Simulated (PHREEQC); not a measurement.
# Brine

Consider water at 25 °C with 3.2 mol/kgw NaCl, 2.6 mol/kgw MnCl2 and 1.2 mol/kgw HCl. Closed to the air; pH follows from the charge balance.

Equilibrium calculation in PHREEQC: Pitzer model, pitzer.dat.

This is a speciation only: nothing precipitates in the calculation.

### Question
Predict the pH, osmotic coefficient.

### Answer
pH -1.50; osmotic coefficient 1.742.

Saturation is exceeded, for instance for Halite; the values hold only as long as no solid forms. Species that the database lacks are ignored. In brines, pH and single-ion activities rest on the MacInnes convention.
